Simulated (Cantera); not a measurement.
A Cantera script and its output.

```python
import numpy as np
import cantera as ct

gas = ct.Solution("gri30.yaml")
gas.TPX = 1500, 490, {'C2H6': 1, 'N2': 10}
reactor = ct.IdealGasConstPressureReactor(gas, energy="off", clone=False)
net = ct.ReactorNet([reactor])
net.rtol, net.atol = 1e-08, 1e-18
show = ['C2H6', 'H', 'C2H2', 'C2H', 'C2H4', 'CH2', 'H2']
times = np.geomspace(0.0003, 40, 10)

steps = ct.SolutionArray(gas, extra=["t"])
rows = []
print(f"{'t/s':>10s}{'T/K':>9s}{'P/Pa':>11s}" + "".join(f"{s:>11s}" for s in show))
for t in times:
    while net.time < t:
        t_next = net.step()
        steps.append(gas.state, t=t_next)
    rows.append([np.interp(t, steps.t, y) for y in (steps.T, steps.P, *steps(*show).X.T)])
    print(f"{t:10.3e}{rows[-1][0]:9.1f}{rows[-1][1]:11.4g}" + "".join(f"{x:11.3e}" for x in rows[-1][2:]))
rate = np.gradient(steps.T, steps.t)
print("integrator steps:", len(steps.t))
if steps.T.max() > steps.T[0] + 200:
    print(f"time of steepest temperature rise: {steps.t[rate.argmax()]:.4e} s")
gas.TPX = 1500, 490, {'C2H6': 1, 'N2': 10}
gas.equilibrate("TP")
print(f"equilibrium (TP): T = {gas.T:.1f} K  " + "  ".join(f"{s} {gas[s].X[0]:.3e}" for s in show))
```

Output:

```
       t/s      T/K       P/Pa       C2H6          H       C2H2        C2H       C2H4        CH2         H2
 3.000e-04   1500.0        490  9.001e-02  6.853e-06  1.508e-09  6.128e-16  2.578e-05  1.901e-07  2.269e-05
 1.113e-03   1500.0        490  8.601e-02  8.567e-05  2.058e-06  4.070e-11  1.252e-03  3.375e-06  1.204e-03
 4.130e-03   1500.0        490  5.748e-02  3.002e-04  7.705e-04  2.341e-08  1.895e-02  1.325e-05  1.780e-02
 1.533e-02   1500.0        490  4.891e-03  5.237e-04  1.962e-02  2.985e-07  4.018e-02  1.072e-05  6.475e-02
 5.687e-02   1500.0        490  7.932e-05  1.614e-04  4.575e-02  1.469e-07  1.881e-02  1.001e-06  9.464e-02
 2.110e-01   1500.0        490  1.055e-05  6.296e-05  5.772e-02  6.377e-08  6.844e-03  1.479e-07  1.073e-01
 7.830e-01   1500.0        490  3.828e-06  3.891e-05  6.359e-02  4.092e-08  1.096e-03  5.175e-08  1.138e-01
 2.905e+00   1500.0        490  2.951e-06  3.830e-05  6.543e-02  4.006e-08  1.772e-04  4.363e-08  1.177e-01
 1.078e+01   1500.0        490  1.880e-06  4.393e-05  6.821e-02  4.462e-08  1.111e-04  3.841e-08  1.264e-01
 4.000e+01   1500.0        490  5.331e-07  6.012e-05  7.293e-02  5.843e-08  3.909e-05  2.715e-08  1.412e-01
integrator steps: 1338
equilibrium (TP): T = 1500.0 K  C2H6 5.043e-11  H 9.927e-05  C2H2 3.654e-02  C2H 4.441e-08  C2H4 7.757e-06  CH2 3.340e-10  H2 1.537e-01
```

Model: GRI-Mech 3.0 (53 species, 325 reactions), integrated in Cantera. GRI-Mech 3.0 stops at C3 and has no aromatics, soot or wall deposition, so with more carbon than oxygen in the feed, carbon stays in small species such as C2H2 where larger ones or solid carbon would form. Radical loss at walls, strong at low pressure, is not modelled.
